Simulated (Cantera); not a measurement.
Chlorosilane synthesis and conversion: Si + HCl + H₂

Charge: 1 mol Si, 4.4 mol HCl, 12 mol H₂, held at 6.60 bar.

Method: chemical equilibrium by Gibbs-energy minimisation in Cantera with the NASA 1993 tables (ideal gas, pure condensed phases). Candidate condensed phases: Si; 19 gas species. The tables' values for SiCl₃ are old estimates; treat these amounts as uncertain. Rates play no part.

| T (K) | log p H₂ | log p HCl | log p SiCl₄ | log p SiHCl₃ | log p SiCl₃ | log p SiCl₂ | log p SiH₂Cl₂ |
|---|---|---|---|---|---|---|---|
| 798 | 0.78 | -0.74 | -0.38 | -1.92 | -5.49 | -8.54 | -4.56 |
| 873 | 0.78 | -0.70 | -0.40 | -1.58 | -4.55 | -6.93 | -3.81 |
| 948 | 0.77 | -0.66 | -0.42 | -1.33 | -3.79 | -5.62 | -3.24 |
| 1023 | 0.77 | -0.61 | -0.45 | -1.14 | -3.16 | -4.55 | -2.79 |
| 1098 | 0.77 | -0.55 | -0.49 | -1.00 | -2.65 | -3.67 | -2.44 |
| 1173 | 0.77 | -0.50 | -0.54 | -0.91 | -2.23 | -2.92 | -2.17 |
| 1248 | 0.76 | -0.44 | -0.59 | -0.84 | -1.88 | -2.30 | -1.96 |
| 1323 | 0.76 | -0.38 | -0.66 | -0.82 | -1.60 | -1.79 | -1.81 |
| 1398 | 0.76 | -0.32 | -0.75 | -0.83 | -1.39 | -1.39 | -1.73 |
log p: log10 of the partial pressure in bar; nothing condenses.

From 798 K to 1398 K nothing is condensed. The main Si-bearing gas is SiCl₄ throughout.
